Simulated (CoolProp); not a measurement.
A Linde-Hampson liquefier for oxygen: isothermal reversible compression at 230 K from 1 atm to 25 MPa, throttling to 1 atm, return gas leaving the recuperator 5 K below the feed. Each further row changes one setting.

Computed with CoolProp (reference Helmholtz-energy equation of state, Schmidt 1985).

```csv
case,liquid yield per pass,compression work (kJ/kg of gas)
as stated,[?],307
high pressure 50 MPa,[?],[?]
warm-end temperature 260 K,0.173,357
warm-end gap 10 K,0.235,307
```

Task: Fill in the missing entries.

Result: 
- as stated, liquid yield per pass: 0.245
- high pressure 50 MPa, liquid yield per pass: 0.283
- high pressure 50 MPa, compression work (kJ/kg of gas): 347
